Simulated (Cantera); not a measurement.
Feed: 1 mol SiH2Cl2, 23 mol N2O, at 673 K and 0.000350 bar.

Method: chemical equilibrium by Gibbs-energy minimisation in Cantera with the NASA 1993 tables (ideal gas, pure condensed phases). Candidate condensed phases: H2O, NH4Cl, Si, SiO2, Si2N2O, Si3N4; 47 gas species. Kinetics and transport are ignored.

Base state: N2 0.652, O2 0.292, HCl 0.0343, H2O 0.0112, Cl2 0.0112 (mole fractions); condensed: SiO2(α-quartz).

What changes in the equilibrium state with this change: pressure from 0.000350 bar to 0.00340 bar?


```
species              before   after
-------------------  ------  ------
N2                    0.652   0.653
O2                    0.292   0.290
HCl                  0.0343  0.0264
Cl2                  0.0112  0.0152
H2O                  0.0112  0.0152
SiO2(α-quartz), mol    1.00    1.00
```

What changes in the equilibrium state with this change: SiH2Cl2 replaced by SiF4?


| species | before | after |
|---|---|---|
| N2 | 0.652 | 0.648 |
| O2 | 0.292 | 0.324 |
| SiF4 | 0 | 0.0282 |
| HCl | 0.0343 | 0 |
| H2O | 0.0112 | 0 |
| Cl2 | 0.0112 | 0 |
| SiO2(α-quartz), mol | 1.00 | 0 |
